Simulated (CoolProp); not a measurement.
Vapour-liquid equilibrium of benzene (1) + p-xylene (2) at 247.05 °C; x and y are mole fractions of (1).

Model: multi-fluid Helmholtz-energy mixture model, Thol 2012 and Zhou 2012; pair parameters Bell 2016, in CoolProp.

### Question
Give the bubble pressure and the first vapour's composition at x = 0.2, 0.425, 0.95. Is there an azeotrope?

### Answer
x = 0.2: 1262 kPa, y = 0.352; x = 0.425: 1657 kPa, y = 0.611; x = 0.95: 2749 kPa, y = 0.973. No azeotrope shows between x = 0.05 and 0.95.

Pair parameters are fitted to limited data, so mixtures are less certain than the pure fluids.
